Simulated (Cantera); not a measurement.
Cantera run:

```python
import numpy as np
import cantera as ct

gas_names = """
    CL CL2 H HCL H2 Si SiCL SiCL2 SiCL3 SiCL4 SiH SiHCL3 SiH2 SiH2CL2 SiH3 SiH3CL SiH4 Si2 Si3
""".split()
cond_names = """
    Si(cr) Si(L)
""".split()


# ... load() reads the species with a 1 bar reference pressure and builds the phases ...
atoms = {
    'SiHCl3': {'Si': 1, 'H': 1, 'CL': 3},
    'HCl': {'H': 1, 'CL': 1},
    'H2': {'H': 2},
}
top_T = {}  # K; cautious upper limits of use, not melting points


# ... equilibrate(T, P, feed) seeds the gas with the atoms and calls Mixture.equilibrate('TP', solver="vcs", rtol=1e-11, max_steps=5000) ...
results = []
feed = {'SiHCl3': 1, 'HCl': 0.62, 'H2': 81}  # mol
T = 1398  # K
P = 120000  # Pa
mix = equilibrate(T, P, feed)
results.append((T, P, feed, dict(zip(mix.species_names, mix.species_moles))))
x = sorted(zip(gas.X, gas.species_names), reverse=True)
print(f"T = {T:g} K  P = {P:g} Pa  gas = {mix.phase_moles(0):.4g} mol")
print("   x: " + "  ".join(f"{s} {v:.3e}" for v, s in x if v > 0.001))
print("   condensed (mol): " + ("  ".join(f"{mix.phase(i).name} {mix.phase_moles(i):.4g}"
      for i in range(1, mix.n_phases) if mix.phase_moles(i) > 1e-12) or "none"))
```

It prints:

```
T = 1398 K  P = 120000 Pa  gas = 83.47 mol
   x: H2 9.638e-01  HCL 3.117e-02  SiCL2 2.970e-03
   condensed (mol): Si(cr) 0.5797
```

These are equilibrium values from Cantera (NASA tables, ideal gas, pure condensed phases), not measurements of a reactor. The tables' values for SiCl3 are old estimates; treat these amounts as uncertain.
